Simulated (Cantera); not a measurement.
What does this Cantera script print?

```python
import numpy as np
import cantera as ct

gas = ct.Solution("gri30.yaml")


def delay(T, t_max=10):
    gas.TPX = T, 101325, {'CO': 1, 'H2': 0.04, 'CH4': 0.068, 'O2': 0.437, 'N2': 1.64}
    reactor = ct.IdealGasConstPressureReactor(gas, clone=False)
    net = ct.ReactorNet([reactor])
    net.rtol, net.atol = 1e-8, 1e-16
    while net.time < t_max:
        t_old, T_old = net.time, reactor.T
        net.step()
        if reactor.T > T + 400:  # ignition: a rise of 400 K
            return t_old + (T + 400 - T_old) / (reactor.T - T_old) * (net.time - t_old)
    return np.nan


taus = []
for T in [1250, 1325, 1400, 1475, 1550, 1625, 1700, 1775]:
    taus.append(delay(T))
    print(f"T0 = {T:6g} K   tau = {taus[-1]:.4e} s")
```

Output:

```
T0 =   1250 K   tau = 3.6809e-04 s
T0 =   1325 K   tau = 2.3120e-04 s
T0 =   1400 K   tau = 1.5915e-04 s
T0 =   1475 K   tau = 1.1717e-04 s
T0 =   1550 K   tau = 9.0587e-05 s
T0 =   1625 K   tau = 7.2742e-05 s
T0 =   1700 K   tau = 6.0372e-05 s
T0 =   1775 K   tau = 5.1846e-05 s
```

Detailed kinetics in Cantera: GRI-Mech 3.0 (53 species, 325 reactions). Where the delays flatten at high temperature, the 400 K rule measures the pace of heat release, not the induction time.
